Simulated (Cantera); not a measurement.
A closed system holds: 1 mol Cu, 25 mol CO, 17 mol H2, 3.6 mol CO2, held at 973 K and 100000 Pa.

Method: chemical equilibrium by Gibbs-energy minimisation in Cantera with the NASA 1993 tables (ideal gas, pure condensed phases). Candidate condensed phases: C, C6H6, C7H8, C8H18, Cu, CuO, Cu(OH)2, Cu2O, H2O; 113 gas species. The numbers say what is thermodynamically allowed, not how fast it happens.

Base state: CO 0.409, H2 0.326, CO2 0.168, H2O 0.0831, CH4 0.0137 (mole fractions); condensed: C(graphite) + Cu(s).

### Question
What changes in the equilibrium state with this change: pressure from 100000 Pa to 160000 Pa?

### Answer
| species | before | after |
|---|---|---|
| CO | 0.409 | 0.356 |
| H2 | 0.326 | 0.311 |
| CO2 | 0.168 | 0.203 |
| H2O | 0.0831 | 0.110 |
| CH4 | 0.0137 | 0.0199 |
| C(graphite), mol | 5.63 | 7.23 |
| Cu(s), mol | 1.00 | 1.00 |

### Question
What changes in the equilibrium state with this change: temperature from 973 K to 1600 K?

### Answer
```tsv
species	before	after
CO	0.409	0.597
H2	0.326	0.324
H2O	0.0831	0.0489
CO2	0.168	0.0300
CH4	0.0137	5.91e-7
Cu	<1e-9	3.98e-5
H	<1e-9	3.09e-5
C(graphite), mol	5.63	0
Cu(s), mol	1.00	0
Cu(l), mol	0	0.998
```
